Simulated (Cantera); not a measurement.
**Carbothermic reduction: CuO + CO**

Feed: 1 mol CuO, 1.5 mol CO, equilibrated at 1.00 Torr.

These are equilibrium values from Cantera (NASA tables, ideal gas, pure condensed phases), not measurements of a reactor. Candidate condensed phases: C, Cu, CuO, Cu₂O; 15 gas species. Equilibrium is a limit: real reactors are often held back by kinetics, nucleation or transport.

```
T (°C)  log p CO₂  log p Cu  log p CO  log p O₂  log p O  log p Cu₂  n Cu(l)
------  ---------  --------  --------  --------  -------  ---------  -------
1352        -3.07     -4.24     -3.37     -8.52    -8.97      -7.33    0.933
1427        -3.11     -3.80     -3.41     -7.72    -8.21      -6.72    0.797
1502        -3.21     -3.39     -3.51     -7.00    -7.52      -6.16    0.345
1577        -3.27     -3.27     -3.57     -6.34    -6.88      -6.15        0
1652        -3.28     -3.27     -3.57     -5.74    -6.31      -6.37        0
1727        -3.29     -3.28     -3.55     -5.22    -5.79      -6.57        0
1802        -3.31     -3.28     -3.52     -4.80    -5.34      -6.76        0
1877        -3.35     -3.29     -3.48     -4.50    -4.96      -6.95        0
1952        -3.42     -3.30     -3.42     -4.29    -4.64      -7.13        0
2027        -3.51     -3.31     -3.37     -4.15    -4.38      -7.31        0
```
log p: log10 of the partial pressure in bar; n: condensed amount in mol.

From 1352 °C to 1502 °C the condensed part is Cu(l). From 1577 °C to 2027 °C nothing is condensed. The main Cu-bearing gas is Cu throughout.
